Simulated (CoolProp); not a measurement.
Vapour pressure (MPa) of n-undecane: the reference equation beside estimates from Tc = 365.7 °C, pc = 1.990 MPa, ω = 0.539.

The numbers come from the reference Helmholtz-energy equation of state, Aleksandrov 2011 in CoolProp. It is a short technical equation, of lower accuracy than the large ones.

```tsv
T (°C)	reference	van der Waals	Soave-Redlich-Kwong	Peng-Robinson
18.05	3.341e-5	0.02878	3.160e-5	3.931e-5
42.25	0.0001972	0.05076	0.0001857	0.0002181
66.45	0.0008540	0.08284	0.0008085	0.0009080
90.65	0.002907	0.1271	0.002781	0.003017
114.85	0.008181	0.1855	0.007927	0.008375
139.05	0.01979	0.2599	0.01943	0.02011
163.25	0.04238	0.3520	0.04215	0.04295
187.45	0.08223	0.4633	0.08276	0.08337
211.65	0.1472	0.5952	0.1497	0.1496
```

Absolute difference from the reference over all 9 rows, mean and median: van der Waals 14492.6 and 2167.4 %, Soave-Redlich-Kwong 3.2 and 3.1 %, Peng-Robinson 5.2 and 2.4 %.
